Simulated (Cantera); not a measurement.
**Equilibrium for boron, boron nitride and boron oxide: BCl3 + O2 + H2**

Input: 1 mol BCl3, 1 mol O2, 190 mol H2, at 1.00 mbar.

Method: chemical equilibrium by Gibbs-energy minimisation in Cantera with the NASA 1993 tables (ideal gas, pure condensed phases). Candidate condensed phases: B, B2O3, B3O3H3, H2O; 33 gas species. The tables' values for BOCl are old estimates; treat these amounts as uncertain. Kinetics and transport are ignored.

| T (K) | x H2 | x H | x HCl | x H2O |
|---|---|---|---|---|
| 1700 | 0.973 | 0.00460 | 0.0155 | 0.00230 |
| 1800 | 0.966 | 0.0111 | 0.0154 | 0.00273 |
| 1900 | 0.952 | 0.0245 | 0.0151 | 0.00318 |
| 2000 | 0.927 | 0.0495 | 0.0146 | 0.00360 |
| 2100 | 0.884 | 0.0926 | 0.0138 | 0.00392 |
| 2200 | 0.816 | 0.161 | 0.0125 | 0.00404 |
| 2300 | 0.718 | 0.259 | 0.0107 | 0.00388 |
| 2400 | 0.592 | 0.387 | 0.00855 | 0.00340 |
x: gas mole fraction; nothing condenses.

From 1700 K to 2400 K nothing is condensed. The main B-bearing gas is HBO2 at 1700 K and BO at 2400 K.
